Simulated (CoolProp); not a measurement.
Values from CoolProp's reference Helmholtz-energy equation of state, Lemmon and Jacobsen 2000.

For R143a, give the phase and the density (kg/m³), isothermal compressibility (1/MPa), expansivity (1/kK), fugacity coefficient at -52.55 °C and 1.24 MPa; -26.45 °C and 0.142 MPa; -87.35 °C and 0.025 MPa.


- -52.55 °C and 1.24 MPa: liquid; density 1180, isothermal compressibility 0.00210, expansivity 2.25, fugacity coefficient 0.0633
- -26.45 °C and 0.142 MPa: gas; density 6.12, isothermal compressibility 7.42, expansivity 4.88, fugacity coefficient 0.953
- -87.35 °C and 0.025 MPa: liquid; density 1270, isothermal compressibility 0.00134, expansivity 1.96, fugacity coefficient 0.368
